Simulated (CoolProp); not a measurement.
A simple Rankine cycle with n-pentane: condensing at 291.15 K, boiler at 0.51 MPa, turbine inlet 371.6 K, turbine efficiency 0.6, pump efficiency 0.8, no recuperator. Each further row changes one setting.

Model: reference Helmholtz-energy equation of state, Thol 2019, in CoolProp.

```csv
case,thermal efficiency (%),net work (kJ/kg),heat in (kJ/kg),turbine exit temperature (K),volume ratio over the turbine
as stated,10.0,50.0,501,336.2,9.96
turbine inlet 391.6 K,9.9,53.6,544,…,9.80
condensing temperature 283.15 K,11.0,…,519,332.1,13.7
boiler pressure 0.357 MPa,8.6,…,507,343.2,6.79
turbine efficiency 0.5,…,41.5,501,340.8,10.1
```

### Question
Some entries are withheld; supply them.

### Answer

- turbine inlet 391.6 K, turbine exit temperature (K): 357.2
- condensing temperature 283.15 K, net work (kJ/kg): 56.8
- boiler pressure 0.357 MPa, net work (kJ/kg): 43.7
- turbine efficiency 0.5, thermal efficiency (%): 8.3
